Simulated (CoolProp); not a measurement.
Model: reference Helmholtz-energy equation of state, Gao 2016, in CoolProp.

For sulfur dioxide, give the phase and the Z, cp (kJ/(kg K)), cv (kJ/(kg K)), expansivity (1/kK) at -69.45 °C and 0.045 MPa.


- -69.45 °C and 0.045 MPa: liquid; Z 0.00106, cp 1.38, cv 0.870, expansivity 1.56
